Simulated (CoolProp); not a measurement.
Values from CoolProp's reference Helmholtz-energy equation of state, Bücker 2006.

Give the vapour pressure (MPa), vapour density (kg/m³), liquid viscosity (µPa s), vapour viscosity (µPa s) of saturated n-butane at 47.85, 98.95 °C.


```json
[
 {"T (°C)": "47.85", "p (MPa)": "0.469", "vapour density (kg/m³)": "11.6", "liquid viscosity (µPa s)": "128", "vapour viscosity (µPa s)": "8.01"},
 {"T (°C)": "98.95", "p (MPa)": "1.49", "vapour density (kg/m³)": "38.4", "liquid viscosity (µPa s)": "78.3", "vapour viscosity (µPa s)": "9.95"}
]
```

Viscosity comes from a separate model (Vogel 1999).
